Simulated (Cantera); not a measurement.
Input: 1 mol Pb, 0.73 mol CO, 3.7 mol H2, equilibrated at 1.60 mbar.

These are equilibrium values from Cantera (NASA tables, ideal gas, pure condensed phases), not measurements of a reactor. Candidate condensed phases: C, C6H6, C7H8, C8H18, H2O, Pb, PbO, PbO2, Pb3O4; 113 gas species. The numbers say what is thermodynamically allowed, not how fast it happens.

x: gas mole fraction; n: condensed amount in mol.

| T (K) | x H2 | x Pb | x CO | x H2O | x CH4 | x CO2 | x H | n C(graphite) | n Pb(l) |
|---|---|---|---|---|---|---|---|---|---|
| 900 | 0.834 | 0.000855 | 0.164 | 0.000531 | 0.000347 | 0.000240 | 2.67e-9 | 0.00187 | 0.996 |
| 950 | 0.832 | 0.00314 | 0.164 | 0.000204 | 0.000186 | 7.20e-5 | 1.27e-8 | 0.000401 | 0.986 |
| 1000 | 0.827 | 0.0101 | 0.163 | 8.52e-5 | 0.000104 | 2.41e-5 | 5.16e-8 | 0 | 0.955 |
| 1050 | 0.811 | ? | 0.160 | ? | ? | ? | ? | 0 | ? |
| 1100 | 0.772 | 0.0757 | 0.152 | 2.20e-5 | 2.62e-5 | 4.27e-6 | 5.68e-7 | 0 | 0.637 |
| 1150 | 0.684 | 0.181 | 0.135 | ? | ? | ? | ? | 0 | ? |
| 1200 | 0.681 | 0.184 | 0.134 | 6.27e-6 | 7.12e-6 | 9.01e-7 | 4.07e-6 | 0 | 0 |
| 1250 | 0.681 | 0.184 | 0.134 | 4.05e-6 | 4.45e-6 | 5.10e-7 | 9.98e-6 | 0 | 0 |
| 1300 | 0.681 | 0.184 | 0.134 | 2.74e-6 | 2.85e-6 | 3.06e-7 | 2.28e-5 | 0 | 0 |
| 1350 | 0.681 | 0.184 | 0.134 | 1.96e-6 | 1.84e-6 | 1.96e-7 | 4.92e-5 | 0 | 0 |

What belongs in the gaps?


- 1050, x Pb: 0.0291
- 1050, x H2O: 4.29e-5
- 1050, x CH4: 5.29e-5
- 1050, x CO2: 9.97e-6
- 1050, x H: 1.83e-7
- 1050, n Pb(l): 0.867
- 1150, x H2O: 1.02e-5
- 1150, x CH4: 1.19e-5
- 1150, x CO2: 1.69e-6
- 1150, x H: 1.54e-6
- 1150, n Pb(l): 0.0204
